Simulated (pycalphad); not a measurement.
**Effect of Al content in Ti-Al-C**

CALPHAD calculation (pycalphad, COST 507 light-alloy database (1999)), 1 atm. The data set is of 1999 and partly superseded. Not assessed as a whole: an extrapolation from subsystems, which can miss ternary compounds. Amounts are mole fractions of atoms. Kinetics are ignored, which matters at the lower temperatures.

### Question
One of these alloys has its liquidus at 1685 °C, its solidus at 1680 °C, and holds hcp 0.99, fcc 0.01 at 657 °C. Which?
(A) Ti-5.52Al-0.55C (at.%)
(B) Ti-4.14Al-0.55C (at.%)
(C) Ti-0.69Al-0.55C (at.%)
(D) Ti-1.38Al-0.55C (at.%)

### Answer
A, Ti-5.52Al-0.55C (at.%). The others: Ti-0.69Al-0.55C (at.%), liquidus 1668, solidus 1667; Ti-1.38Al-0.55C (at.%), liquidus 1670, solidus 1669; Ti-4.14Al-0.55C (at.%), liquidus 1680, solidus 1677

The fcc model also describes the rock-salt carbide or nitride (TiC, TiN, HfC).
